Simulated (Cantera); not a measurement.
An isothermal, constant-pressure homogeneous reactor starts with 28.1 % CH4, 24.2 % H2O, 47.8 % H2, at 1625 K and 12000 Pa.

Computed with Cantera and GRI-Mech 3.0 (53 species, 325 reactions).

x: mole fraction; the columns are a selection and need not sum to one.

| t (s) | x CH4 | x H2O | x H2 | x CH2 | x CH2CO |
|---|---|---|---|---|---|
| 0.000100 | 0.281 | 0.242 | 0.478 | 5.24e-10 | <1e-12 |
| 0.000282 | 0.281 | 0.242 | 0.478 | ? | <1e-12 |
| 0.000793 | 0.280 | 0.242 | 0.478 | ? | 3.61e-12 |
| 0.00223 | 0.279 | 0.241 | 0.478 | ? | 1.67e-9 |
| 0.00629 | 0.273 | 0.241 | 0.482 | 1.45e-7 | 1.62e-7 |
| 0.0177 | 0.257 | 0.238 | 0.495 | 1.41e-7 | 1.94e-6 |
| 0.0499 | 0.218 | 0.230 | 0.526 | ? | 6.91e-6 |
| 0.140 | 0.152 | 0.216 | 0.580 | ? | 1.41e-5 |
| 0.395 | 0.0792 | 0.198 | 0.642 | ? | 1.97e-5 |
| 1.11 | 0.0347 | 0.174 | 0.688 | ? | 1.96e-5 |
| 3.13 | 0.0205 | 0.136 | 0.724 | ? | 1.31e-5 |
| 8.83 | 0.0140 | 0.0860 | 0.762 | ? | 5.67e-6 |
| 24.9 | 0.00813 | 0.0407 | 0.796 | ? | 1.61e-6 |
| 70.0 | 0.00432 | 0.0131 | 0.817 | ? | 3.26e-7 |

Q: Fill in the missing entries.

A: 
- 0.000282, x CH2: 4.05e-9
- 0.000793, x CH2: 2.60e-8
- 0.00223, x CH2: 9.74e-8
- 0.0499, x CH2: 1.29e-7
- 0.140, x CH2: 1.08e-7
- 0.395, x CH2: 7.97e-8
- 1.11, x CH2: 5.30e-8
- 3.13, x CH2: 3.48e-8
- 8.83, x CH2: 2.03e-8
- 24.9, x CH2: 9.93e-9
- 70.0, x CH2: 4.63e-9
